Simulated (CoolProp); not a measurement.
CF4 (R14) along the isobar 32.1 bar: Z from the reference equation and from simpler models built on Tc = 227.4 K, pc = 37.62 bar, ω = 0.178; each cubic takes its own stable root.

The numbers come from the reference Helmholtz-energy equation of state, Platzer 1990 in CoolProp. This equation is an older, rougher fit; its heat capacities, sound speeds and derivatives of the liquid may be far off and weren't checked against measurements.

| T (K) | phase | reference |
|---|---|---|
| 202 | liquid | 0.1342 |
| 231.8 | gas | 0.6410 |
| 261.6 | gas | 0.7989 |
| 291.4 | gas | 0.8709 |
| 321.2 | gas | 0.9141 |
| 351 | gas | 0.9427 |
| 380.8 | gas | 0.9628 |
| 410.6 | gas | 0.9774 |
| 440.4 | gas | 0.9883 |
| 470.2 | gas | 0.9966 |
| 500 | gas | 1.003 |

How far does each simpler model (Redlich-Kwong, Soave-Redlich-Kwong, Peng-Robinson) lie from the reference over these 11 states: mean and median of the absolute difference, and the worst?


- Redlich-Kwong: mean 2.4 %, median 1.6 %, worst +11.3 % at 202 K and 32.1 bar
- Soave-Redlich-Kwong: mean 1.3 %, median 0.6 %, worst +7.9 % at 202 K and 32.1 bar
- Peng-Robinson: mean 1.7 %, median 1.0 %, worst -4.5 % at 202 K and 32.1 bar
